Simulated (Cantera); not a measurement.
Charge: 1 mol C3H8, 12 mol H2, 5.4 mol N2, at 6100 Pa.

Method: chemical equilibrium by Gibbs-energy minimisation in Cantera with the NASA 1993 tables (ideal gas, pure condensed phases). Candidate condensed phases: C, C6H6, C7H8, C8H18; 92 gas species. Kinetics and transport are ignored. All values below are at 875 K.

Base state: H2 0.730, N2 0.256, CH4 0.0142, NH3 2.87e-5 (mole fractions); condensed: C(graphite).

### Question
What changes in the equilibrium state with this change: pressure from 6100 Pa to 51.0 Pa?

### Answer
```
species            before     after
----------------  -------  --------
H2                  0.730     0.748
N2                  0.256     0.252
CH4                0.0142  0.000124
NH3               2.87e-5   2.47e-7
C(graphite), mol     2.70      3.00
```
